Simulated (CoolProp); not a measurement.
Methanol along the isobar 6.43 bar: fugacity coefficient from the reference equation and from simpler models built on Tc = 513.4 K, pc = 82.16 bar, ω = 0.565; each cubic takes its own stable root.

Computed with CoolProp (reference Helmholtz-energy equation of state, de Reuck 1993).

| T (K) | phase | reference |
|---|---|---|
| 288.9 | liquid | 0.01603 |
| 310.6 | liquid | 0.04845 |
| 332.3 | liquid | 0.1241 |
| 354 | liquid | 0.2773 |
| 375.7 | liquid | 0.5537 |
| 397.4 | gas | 0.9103 |
| 419 | gas | 0.9350 |
| 440.7 | gas | 0.9501 |
| 462.4 | gas | 0.9607 |
| 484.1 | gas | 0.9683 |
| 505.8 | gas | 0.9740 |
| 527.5 | gas | 0.9783 |
| 549.2 | gas | 0.9814 |

Problem. How far does each simpler model (van der Waals, Soave-Redlich-Kwong, Peng-Robinson) lie from the reference over these 13 states: mean and median of the absolute difference, and the worst?

Solution. 
- van der Waals: mean 548.9 %, median 2.9 %, worst +4345.4 % at 288.9 K and 6.43 bar
- Soave-Redlich-Kwong: mean 3.3 %, median 1.0 %, worst -19.3 % at 288.9 K and 6.43 bar
- Peng-Robinson: mean 2.3 %, median 0.5 %, worst -11.5 % at 288.9 K and 6.43 bar

At some of these states van der Waals gives the other phase, because its saturation line lies elsewhere.
